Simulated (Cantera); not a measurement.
Reactions in the system N-O-Si

Standard-state values (1 bar) from the NASA 1993 polynomials, evaluated with Cantera. Values are per mole of reaction as written; species without (g) are pure solids or liquids, kept so even where they would boil at 1 bar.

4 NO₂(g) + 3 Si₃N₄ → 9 Si + 8 N₂O(g)

```csv
T (K),ΔH° (kJ),ΔS° (J/K),ΔG° (kJ),log10 K,condensed phases
300,2750.4,630.0,2561.4,-445.97,"Si₃N₄(s), Si(s)"
1175,2766.2,665.7,1984.0,-88.20,"Si₃N₄(s), Si(s)"
1275,2763.9,663.8,1917.5,-78.55,"Si₃N₄(s), Si(s)"
1375,2761.1,661.7,1851.2,-70.32,"Si₃N₄(s), Si(s)"
1475,2758.1,659.6,1785.1,-63.22,"Si₃N₄(s), Si(s)"
1575,2754.8,657.5,1719.3,-57.02,"Si₃N₄(s), Si(s)"
1675,2751.6,655.5,1653.6,-51.57,"Si₃N₄(s), Si(s)"
1775,3198.7,920.1,1565.5,-46.07,"Si₃N₄(s), Si(l)"
1875,3193.5,917.2,1473.6,-41.05,"Si₃N₄(s), Si(l)"
1975,3188.1,914.5,1382.0,-36.55,"Si₃N₄(s), Si(l)"
2075,3182.7,911.8,1290.7,-32.49,"Si₃N₄(s), Si(l)"
```
